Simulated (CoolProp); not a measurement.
Computed with CoolProp (reference Helmholtz-energy equation of state, Schmidt 1985). Above 300 K oxygen's equation is extrapolated.

Problem. For oxygen, give the phase and the speed of sound (m/s) at -52.35 °C and 1.01 bar; 0.05 °C and 1.01 bar.

Solution. 
- -52.35 °C and 1.01 bar: gas; speed of sound 283
- 0.05 °C and 1.01 bar: gas; speed of sound 315
